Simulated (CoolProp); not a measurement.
The fluid at 456.2 K and 0.163 MPa is compressed adiabatically to 1.1 MPa with isentropic efficiency 0.75. The same conditions are run with several fluids, on thermodynamics alone (safety and materials aside).

Model: reference Helmholtz-energy equation of state of each fluid (benzene: Thol 2012; m-xylene: Zhou 2012; the fluoroketone C6F12O (FK-5-1-12): McLinden 2015), in CoolProp.

| fluid | work (kJ/kg) | final temperature (K) | final phase | final density (kg/m³) |
|---|---|---|---|---|
| benzene | 125 | 534.9 | gas | [?] |
| m-xylene | 81.6 | [?] | two-phase, vapour fraction 0.877 | 39.0 |
| the fluoroketone C6F12O (FK-5-1-12) | 29.1 | [?] | gas | 100.0 |

Question: Complete the blanks.

Answer: 
- benzene, final density (kg/m³): 21.4
- m-xylene, final temperature (K): 530.1
- the fluoroketone C6F12O (FK-5-1-12), final temperature (K): 490.4
